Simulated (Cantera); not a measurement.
Input (Python, Cantera) and output of one run.

```python
import numpy as np
import cantera as ct

gas_names = """
    B BH BH2 BH3 BN BO BO2 B2 B2O B2O2 B2O3 B3O3H3 H HBO HBO2 HNO HNO2 HNO3 HO2 H2 H2O H2O2 H3B3O6 N NH
    NH2 NH3 NH2OH NO NO2 NO3 N2 N2H2 N2H4 N2O O OH O2 O3
""".split()
cond_names = """
    B(b) B(L) BN(s) B2O3(L) B3O3H3(cr) H2O(s) H2O(L)
""".split()


# ... load() reads the species with a 1 bar reference pressure and builds the phases ...
atoms = {
    'B2O3': {'B': 2, 'O': 3},
    'H2O': {'H': 2, 'O': 1},
    'N2': {'N': 2},
}
top_T = {'BN(s)': 3200}  # K; cautious upper limits of use, not melting points


# ... equilibrate(T, P, feed) seeds the gas with the atoms and calls Mixture.equilibrate('TP', solver="vcs", rtol=1e-11, max_steps=5000) ...
results = []
feed = {'B2O3': 1, 'H2O': 2.5, 'N2': 2.1}  # mol
P = 480  # Pa
for T in [823, 973, 1123, 1273, 1423, 1573, 1723, 1873, 2023, 2173, 2323]:
    mix = equilibrate(T, P, feed)
    results.append((T, P, feed, dict(zip(mix.species_names, mix.species_moles))))

top = {s: max(r[3][s] / sum(r[3][g] for g in gas_names) for r in results) for s in gas_names}
cols = sorted((s for s in top if top[s] > 1e-05), key=lambda s: -top[s])[:9]
seen = [c for c in cond_names if any(r[3].get(c, 0) > 1e-12 for r in results)]
print("log10 of partial pressures in bar; condensed amounts in mol")
print(f"{'T/K':>10s}" + "".join(f"{s[:9]:>10s}" for s in cols + seen))
for T, P, feed, n in results:
    ng = sum(n[g] for g in gas_names)
    print(f"{T:10.4g}" + "".join(f"{np.log10(max(n[s] / ng * P / 1e5, 1e-99)):10.3f}" for s in cols)
          + "".join(f"{n.get(c, 0):10.4g}" for c in seen))
```

It prints:

```
log10 of partial pressures in bar; condensed amounts in mol
       T/K       H2O        N2      HBO2        H2         H      B2O3       BO2        OH        O2   B2O3(L)
       823    -2.586    -2.659    -7.852   -10.175   -16.222   -15.983   -17.120   -12.010   -10.492     0.985
       973    -2.585    -2.659    -6.127    -8.560   -13.246   -12.053   -13.431   -10.019    -8.884    0.9935
      1123    -2.586    -2.660    -4.884    -7.372   -11.057    -9.209   -10.745    -8.559    -7.705    0.9907
      1273    -2.598    -2.664    -3.955    -6.466    -9.380    -7.062    -8.705    -7.450    -6.812    0.9445
      1423    -2.662    -2.685    -3.260    -5.782    -8.068    -5.387    -7.115    -6.612    -6.149     0.715
      1573    -2.867    -2.745    -2.809    -5.312    -7.047    -4.101    -5.897    -6.044    -5.746         0
      1723    -2.863    -2.746    -2.824    -4.819    -6.148    -3.986    -5.329    -5.454    -5.276         0
      1873    -2.865    -2.748    -2.843    -4.408    -5.394    -3.896    -4.856    -4.961    -4.884         0
      2023    -2.878    -2.752    -2.869    -4.066    -4.754    -3.826    -4.458    -4.549    -4.554         0
      2173    -2.913    -2.762    -2.909    -3.789    -4.211    -3.777    -4.124    -4.208    -4.281         0
      2323    -2.985    -2.782    -2.977    -3.580    -3.753    -3.757    -3.849    -3.937    -4.063         0
```

Method: chemical equilibrium by Gibbs-energy minimisation in Cantera with the NASA 1993 tables (ideal gas, pure condensed phases). Gases not in the tables: H3BO3.
